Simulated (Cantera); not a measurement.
Charge: 1 mol Si(CH₃)₄, 3.9 mol H₂, equilibrated at 2275 °C and 1330 Pa.

These are equilibrium values from Cantera (NASA tables, ideal gas, pure condensed phases), not measurements of a reactor. Candidate condensed phases: C, C₆H₆, C₇H₈, C₈H₁₈, Si, SiC; 87 gas species. Gases not in the tables: Si₂H₆ and higher silanes. Kinetics and transport are ignored.

Base state: H₂ 0.690, H 0.223, Si 0.0560, SiC₂ 0.0166, C₂H₂ (acetylene) 0.00910, Si₂C 0.00374, SiH 0.00132, C₂H 0.000233 (mole fractions); condensed: C(graphite).

**Question.** What changes in the equilibrium state with this change: H₂ from 3.9 to 16 mol?

**Answer.** 
```tsv
species	before	after
H₂	0.690	0.724
H	0.223	0.228
Si	0.0560	0.0277
SiC₂	0.0166	0.00823
Si₂C	0.00374	0.000914
Si₂	0.000177	4.33e-5
SiC	3.26e-5	1.61e-5
C(graphite), mol	3.31	3.03
```

**Question.** What changes in the equilibrium state with this change: 0.0071 mol O₂ added?

**Answer.** 
```json
[
 {"species": "H₂", "before": "0.690", "after": "0.689"},
 {"species": "H", "before": "0.223", "after": "0.222"},
 {"species": "Si", "before": "0.0560", "after": "0.0560"},
 {"species": "CO", "before": "0", "after": "0.00115"},
 {"species": "SiC₂", "before": "0.0166", "after": "0.0166"},
 {"species": "SiO", "before": "0", "after": "1.19e-5"},
 {"species": "SiH₂", "before": "9.25e-5", "after": "9.22e-5"},
 {"species": "Si₂C", "before": "0.00374", "after": "0.00373"},
 {"species": "C(graphite), mol", "before": "3.31", "after": "3.30"}
]
```
Further candidate phases: H₂O, SiO₂.
